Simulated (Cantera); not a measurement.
## Moist CO burnout

An isothermal, constant-pressure homogeneous reactor starts with CO : O2 : H2O : N2 = 0.015 : 0.035 : 0.00011 : 1 (molar parts), equivalence ratio 0.21, at 1023 K and 100000 Pa.

Cantera simulation using GRI-Mech 3.0 (53 species, 325 reactions); the numbers are that mechanism's predictions, not measurements.

```csv
t (s),x CO,x O2,x H2O,x NO,x H2O2,x CO2,x OH
1.00e-6,0.0143,0.0333,0.000105,<1e-12,<1e-12,<1e-12,<1e-12
4.61e-6,0.0143,0.0333,0.000105,<1e-12,<1e-12,3.97e-12,<1e-12
2.13e-5,0.0143,0.0333,0.000105,<1e-12,<1e-12,1.83e-11,<1e-12
9.80e-5,0.0143,0.0333,0.000105,<1e-12,<1e-12,8.52e-11,<1e-12
0.000452,0.0143,0.0333,0.000105,<1e-12,<1e-12,4.10e-10,<1e-12
0.00208,0.0143,0.0333,0.000105,<1e-12,<1e-12,2.20e-9,<1e-12
0.00960,0.0143,0.0333,0.000105,<1e-12,<1e-12,1.43e-8,3.97e-12
0.0443,0.0143,0.0333,0.000105,<1e-12,<1e-12,1.02e-7,2.13e-11
0.204,0.0143,0.0333,0.000105,<1e-12,2.48e-11,1.56e-6,2.26e-10
0.941,0.0140,0.0332,0.000104,2.24e-11,2.37e-8,0.000245,1.12e-8
4.34,0.0111,0.0318,0.000103,3.28e-9,4.08e-8,0.00323,1.96e-8
20.0,0.00309,0.0279,0.000105,5.88e-8,1.82e-8,0.0113,2.53e-8
```
x: mole fraction; the columns are a selection and need not sum to one.

Equilibrium at this temperature and pressure: CO 1.17e-11, O2 0.0264, H2O 0.000106, NO 1.57e-5, H2O2 <1e-12, CO2 0.0144, OH 3.46e-9 (gas phase only).
